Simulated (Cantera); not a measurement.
An isothermal, constant-pressure homogeneous reactor starts with C2H6 : N2 = 1 : 4 (molar parts), at 1450 K and 66.0 Pa. Integrator tolerance rtol = 1e-08.

Detailed kinetics in Cantera: GRI-Mech 3.0 (53 species, 325 reactions). GRI-Mech 3.0 stops at C3 and has no aromatics, soot or wall deposition, so with more carbon than oxygen in the feed, carbon stays in small species such as C2H2 where larger ones or solid carbon would form. Radical loss at walls, strong at low pressure, is not modelled.

```tsv
quantity	before	after
x(C2H6) at 70.0 s	3.20e-6 (gas-phase equilibrium 1.96e-11)	0.000377 (gas-phase equilibrium 5.75e-8)
x(H2) at 70.0 s	0.224 (gas-phase equilibrium 0.286)	0.146 (gas-phase equilibrium 0.278)
x(CH2) at 70.0 s	4.81e-8 (gas-phase equilibrium 3.38e-10)	6.16e-11 (gas-phase equilibrium <1e-12)
x(C2H4) at 70.0 s	0.000331 (gas-phase equilibrium 8.14e-6)	0.106 (gas-phase equilibrium 0.000792)
x(CH4) at 70.0 s	0.0503 (gas-phase equilibrium 4.50e-5)	0.0520 (gas-phase equilibrium 0.00583)
```

**Question.** Which change was made?
A) temperature 1450 to 1125 K
B) N2 4 to 0.84 parts
C) pressure from 66.0 Pa to 140 Pa
D) temperature 1450 to 1550 K

**Answer.** A, temperature 1450 to 1125 K
